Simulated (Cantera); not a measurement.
Charge: 1 mol B2O3, 1.1 mol F2, 56 mol N2.

These are equilibrium values from Cantera (NASA tables, ideal gas, pure condensed phases), not measurements of a reactor. Candidate condensed phases: B, BN, B2O3; 31 gas species. The tables' values for BF2 are old estimates. Rates play no part.

Task: What condenses at these points (T in K, P in Pa): (1225, 18); (1300, 4.2); (1275, 1300); (1175, 5600); (1350, 320)?

Result: 
```json
[
 {"T (K)": "1225", "P in Pa": "18", "condensed phases": "gas only", "B condensed (%)": "0.0"},
 {"T (K)": "1300", "P in Pa": "4.2", "condensed phases": "gas only", "B condensed (%)": "0.0"},
 {"T (K)": "1275", "P in Pa": "1300", "condensed phases": "B2O3", "B condensed (%)": "21.4"},
 {"T (K)": "1175", "P in Pa": "5600", "condensed phases": "B2O3", "B condensed (%)": "51.5"},
 {"T (K)": "1350", "P in Pa": "320", "condensed phases": "gas only", "B condensed (%)": "0.0"}
]
```
